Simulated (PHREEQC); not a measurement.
Make-up at 25 °C: 7e-05 mol NaH2PO4, 2e-06 mol Na2SO4 and 0.00066 mol NaCl per kg of water. Closed to the air; pH follows from the charge balance.

The numbers come from PHREEQC with the ion-association model, phreeqc.dat.

Precipitation was switched off in this run.

Task: Predict the pH.

Result: pH 5.68.

Task: In which forms is P present?

Result: H2PO4- 97 %, HPO4-2 3.1 % of the P.

Complexes and solids missing from the database can't appear.
